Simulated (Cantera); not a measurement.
## Thermodynamics of calcination and drying, feed MgCO3 + O2

Input: 1 mol MgCO3, 1.2 mol O2, held at 10.0 Torr.

These are equilibrium values from Cantera (NASA tables, ideal gas, pure condensed phases), not measurements of a reactor. Candidate condensed phases: C, Mg, MgCO3, MgO; 15 gas species. Equilibrium is a limit: real reactors are often held back by kinetics, nucleation or transport.

From 1123 K to 2023 K the condensed part is MgO(s).

```csv
T (K),log p O2,log p CO2,log p CO,log p O,log p Mg,n MgO(s)
1123,-2.14,-2.22,-9.75,-9.43,<-13,1.00
1223,-2.14,-2.22,-8.68,-8.46,<-13,1.00
1323,-2.14,-2.22,-7.77,-7.64,<-13,1.00
1423,-2.14,-2.22,-6.99,-6.94,<-13,1.00
1523,-2.14,-2.22,-6.31,-6.33,-13.27,1.00
1623,-2.14,-2.22,-5.72,-5.79,-11.72,1.00
1723,-2.14,-2.22,-5.20,-5.31,-10.35,1.00
1823,-2.14,-2.22,-4.73,-4.89,-9.13,1.00
1923,-2.14,-2.22,-4.32,-4.51,-8.05,1.000
2023,-2.14,-2.23,-3.95,-4.17,-7.07,1.000
```
log p: log10 of the partial pressure in bar; n: condensed amount in mol.
